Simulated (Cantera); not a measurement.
**Ignition delay**

Mixture: CH4 : C2H6 : C3H8 : O2 : N2 = 1 : 0.091 : 0.16 : 6.93 : 45 (molar parts), equivalence ratio 0.45, at 1.30 bar, adiabatic and at constant volume. Ignition delay is the time to a rise of 400 K.

Computed with Cantera and GRI-Mech 3.0 (53 species, 325 reactions). GRI-Mech 3.0 was tuned for natural gas; its chemistry of propane as a main component is partial and can be far from experiment.

```tsv
T0 (K)	delay (ms)
1225	3.52
1275	1.67
1325	0.837
1375	0.448
1425	0.257
1475	0.157
```

```
Quantity                                                Result
--------------------------------------------------  ----------
apparent activation energy between 1375 and 1475 K  180 kJ/mol
```
